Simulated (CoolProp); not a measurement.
Vapour-liquid equilibrium of benzene (1) + n-decane (2) at 9.03 bar; x and y are mole fractions of (1).

The numbers come from the multi-fluid Helmholtz-energy mixture model, Thol 2012 and Lemmon 2006; pair parameters Bell 2016 in CoolProp.

Give the bubble temperature and the first vapour's composition at x = 0.425, 0.5, 0.575. Is there an azeotrope?

x = 0.425: 219.3 °C, y = 0.773; x = 0.5: 210.8 °C, y = 0.830; x = 0.575: 203.3 °C, y = 0.873. No azeotrope shows between x = 0.05 and 0.95.

The pair parameters rest on a limited set of measurements; away from them the model extrapolates.
